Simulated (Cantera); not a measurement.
# Pyrogenic steam for wet oxidation

An isothermal, constant-pressure homogeneous reactor starts with H2 : O2 : N2 = 0.74 : 1 : 0.63 (molar parts), equivalence ratio 0.37, at 1375 K and 0.987 atm.

Cantera simulation using the H2/O2 subset of GRI-Mech 3.0, which has no nitrogen chemistry; the numbers are that mechanism's predictions, not measurements. The temperature is held fixed by assumption; the heat of reaction is taken as removed at once.

| t (s) | x H2 | x O2 | x HO2 | x OH | x O | x H2O2 |
|---|---|---|---|---|---|---|
| 9.00e-6 | 0.219 | 0.377 | 0.000194 | 0.0105 | 0.0148 | 7.61e-6 |
| 3.30e-5 | 0.00280 | 0.313 | 0.000166 | 0.00372 | 0.00207 | 9.29e-6 |
| 0.000121 | 0.000169 | 0.315 | 1.85e-5 | 0.000875 | 0.000110 | 1.74e-6 |
| 0.000445 | 1.16e-5 | 0.315 | 2.37e-6 | 0.000319 | 1.39e-5 | 4.17e-7 |
| 0.00163 | 1.45e-6 | 0.315 | 5.00e-7 | 0.000141 | 2.70e-6 | 1.11e-7 |
| 0.00600 | 3.62e-7 | 0.315 | 2.17e-7 | 7.25e-5 | 7.22e-7 | 3.54e-8 |
| 0.0220 | 2.08e-7 | 0.315 | 1.92e-7 | 5.19e-5 | 3.73e-7 | 2.02e-8 |
| 0.0809 | 2.03e-7 | 0.315 | 1.91e-7 | 5.10e-5 | 3.60e-7 | 1.96e-8 |
| 0.297 | 2.03e-7 | 0.315 | 1.91e-7 | 5.10e-5 | 3.60e-7 | 1.96e-8 |
| 1.09 | 2.03e-7 | 0.315 | 1.91e-7 | 5.10e-5 | 3.60e-7 | 1.96e-8 |
| 4.00 | 2.03e-7 | 0.315 | 1.91e-7 | 5.10e-5 | 3.60e-7 | 1.96e-8 |
x: mole fraction; the columns are a selection and need not sum to one.

Equilibrium at this temperature and pressure: H2 2.03e-7, O2 0.315, HO2 1.91e-7, OH 5.10e-5, O 3.60e-7, H2O2 1.96e-8 (gas phase only).
